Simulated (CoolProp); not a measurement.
Vapour-liquid equilibrium of n-octane (1) + o-xylene (2) at 167.75 °C; x and y are mole fractions of (1).

Model: multi-fluid Helmholtz-energy mixture model, Beckmüller 2019 and Zhou 2012; pair parameters Bell 2016, in CoolProp.

```
x     bubble pressure (kPa)  y at the bubble point  dew pressure at overall composition x (kPa)  liquid density (mol/L)
----  ---------------------  ---------------------  -------------------------------------------  ----------------------
0.05                  187.4                  0.079                                        185.0                   6.901
0.2                   205.2                  0.284                                        197.6                   6.536
0.35                  221.9                  0.454                                        211.5                   6.198
0.5                   237.7                  0.601                                        226.7                   5.883
0.65                  252.8                  0.732                                        243.2                   5.590
0.8                   267.5                  0.852                                        261.0                   5.315
0.95                  281.8                  0.964                                        279.9                   5.059
```

No azeotrope shows between x = 0.05 and 0.95.

Pair parameters are fitted to limited data, so mixtures are less certain than the pure fluids.
